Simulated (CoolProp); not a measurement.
The numbers come from the reference Helmholtz-energy equation of state, Pan 2012 in CoolProp.

### Question
For R236FA, give the phase and the viscosity (µPa s), conductivity (mW/(m K)) at 126.85 °C and 2.45 MPa; 126.85 °C and 12.3 MPa.

### Answer
- 126.85 °C and 2.45 MPa: gas; viscosity 17.1, conductivity 26.2
- 126.85 °C and 12.3 MPa: supercritical; viscosity 127, conductivity 58.7

Viscosity comes from a separate model (Huber 2003), an estimate that may be off by 10 % or more. Thermal conductivity comes from a separate model (Huber 2003), an estimate that may be off by 10 % or more.
